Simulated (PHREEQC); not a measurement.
Consider water at 25 °C with 0.09 mol NaHSO4, 3e-05 mol NaF and 0.011 mol LiCl per kg of water. Closed to the air; pH follows from the charge balance.

Equilibrium calculation in PHREEQC: ion-association model, phreeqc.dat.

```
quantity                   before    after
------------------------  -------  -------
pH                           1.48     1.61
ionic strength (mol/kgw)    0.174    0.153
Na+ (mol/kgw)              0.0853   0.0859
Li+ (mol/kgw)              0.0105   0.0106
F- (mol/kgw)              8.42e-7  5.94e-7
NaF (mol/kgw)             2.15e-8  1.51e-8
SI of Halite (NaCl)         -4.86    -4.89
```

**Question.** Name the change that produced these shifts.
A) LiCl from 0.011 to 0.0165 mol/kgw
B) diluted 5-fold with water
C) temperature from 25 to 60 °C
D) NaF from 3e-05 to 1.5e-05 mol/kgw
E) LiCl from 0.011 to 0.022 mol/kgw

**Answer.** C, temperature from 25 to 60 °C

Precipitation was switched off in this run. At this temperature some constants are extrapolated from 25 °C, and those without enthalpy data are left unchanged.
